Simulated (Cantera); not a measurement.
An adiabatic, constant-volume homogeneous reactor starts with 11.5 % CO, 1.72 % H₂, 4.01 % CH₄, 17.4 % O₂, 65.4 % N₂, equivalence ratio 0.84, at 1650 K and 0.987 atm.

Detailed kinetics in Cantera: GRI-Mech 3.0 (53 species, 325 reactions).

One state of this run: T (K) = 2875; P (bar) = 1.72; x CO = 0.0661; x H₂ = 0.00784; x CH₄ = <1e-12; x HCO = 7.16e-8; x NO₂ = 6.93e-6; x CH₂O = 3.59e-10. x: mole fraction; the columns are a selection and need not sum to one.

Question: Which value of t (s) does it belong to?
A) 2.70e-5
B) 2.00e-6
C) 0.00493
D) 7.35e-6

Answer: C, 0.00493
